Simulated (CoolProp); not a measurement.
Nitrous oxide along the isobar 8.07 MPa: fugacity coefficient from the reference equation and from simpler models built on Tc = 309.5 K, pc = 7.245 MPa, ω = 0.161; each cubic takes its own stable root.

Values from CoolProp's reference Helmholtz-energy equation of state, Lemmon 2006. It is a short technical equation, of lower accuracy than the large ones.

```
T (K)          phase  reference
-----  -------------  ---------
237           liquid     0.1356
255           liquid     0.2228
273           liquid     0.3340
291.1         liquid     0.4647
309.1         liquid     0.6020
327.2  supercritical     0.6927
345.2  supercritical     0.7451
363.2  supercritical     0.7856
381.3  supercritical     0.8185
399.3  supercritical     0.8455
417.4  supercritical     0.8682
435.4  supercritical     0.8873
453.4  supercritical     0.9035
```

Question: How far does each simpler model (van der Waals, Redlich-Kwong, Soave-Redlich-Kwong, Peng-Robinson) lie from the reference over these 13 states: mean and median of the absolute difference, and the worst?

Answer: 
- van der Waals: mean 18.9 %, median 2.4 %, worst +106.3 % at 237 K and 8.07 MPa
- Redlich-Kwong: mean 4.7 %, median 1.3 %, worst +20.6 % at 237 K and 8.07 MPa
- Soave-Redlich-Kwong: mean 1.6 %, median 1.2 %, worst +3.0 % at 273 K and 8.07 MPa
- Peng-Robinson: mean 1.7 %, median 1.7 %, worst -2.8 % at 327.2 K and 8.07 MPa
